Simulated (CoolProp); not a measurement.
Saturation properties of propyne.

Values from CoolProp's reference Helmholtz-energy equation of state, Polt 1992. This equation is an older, rougher fit; its heat capacities, sound speeds and derivatives of the liquid may be far off and weren't checked against measurements.

```
T (°C)  p (MPa)  liquid density (kg/m³)  surface tension (mN/m)
------  -------  ----------------------  ----------------------
44.05    0.9774                   579.7                    8.93
48.35     1.090                   572.2                    8.39
52.65     1.211                   564.6                    7.86
56.95     1.343                   556.9                    7.33
61.25     1.486                   548.9                    6.81
65.65     1.643                   540.5                    6.28
69.95     1.808                   532.0                    5.77
74.25     1.986                   523.2                    5.27
78.55     2.177                   514.1                    4.78
```

Surface tension comes from a separate correlation (Mulero 2012).
